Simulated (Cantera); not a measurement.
Charge: 1 mol SiH4, 1.1 mol HCl, 820 mol H2, at 752 °C and 0.850 bar.

Method: chemical equilibrium by Gibbs-energy minimisation in Cantera with the NASA 1993 tables (ideal gas, pure condensed phases). Candidate condensed phases: Si; 19 gas species. Equilibrium is a limit: real reactors are often held back by kinetics, nucleation or transport.

Base state: H2 0.999, HCl 0.00119, SiHCl3 2.54e-5, SiH2Cl2 2.03e-5 (mole fractions); condensed: Si(s).

What changes in the equilibrium state with this change: H2 from 820 to 4.1 mol?


```json
[
 {"species": "H2", "before": "0.999", "after": "0.947"},
 {"species": "SiCl4", "before": "3.54e-6", "after": "0.0227"},
 {"species": "SiHCl3", "before": "2.54e-5", "after": "0.0177"},
 {"species": "HCl", "before": "0.00119", "after": "0.0104"},
 {"species": "SiCl3", "before": "6.57e-7", "after": "0.000471"},
 {"species": "SiCl2", "before": "2.55e-6", "after": "0.000204"},
 {"species": "SiH2Cl2", "before": "2.03e-5", "after": "0.00154"},
 {"species": "Si(s), mol", "before": "0.953", "after": "0.705"}
]
```
The tables' values for SiCl3 are old estimates; treat these amounts as uncertain.

What changes in the equilibrium state with this change: H2 from 820 to 15 mol?


```json
[
 {"species": "H2", "before": "0.999", "after": "0.976"},
 {"species": "HCl", "before": "0.00119", "after": "0.00791"},
 {"species": "SiHCl3", "before": "2.54e-5", "after": "0.00756"},
 {"species": "SiCl4", "before": "3.54e-6", "after": "0.00713"},
 {"species": "SiCl3", "before": "6.57e-7", "after": "0.000198"},
 {"species": "SiCl2", "before": "2.55e-6", "after": "0.000114"},
 {"species": "Si(s), mol", "before": "0.953", "after": "0.716"}
]
```
The tables' values for SiCl3 are old estimates; treat these amounts as uncertain.
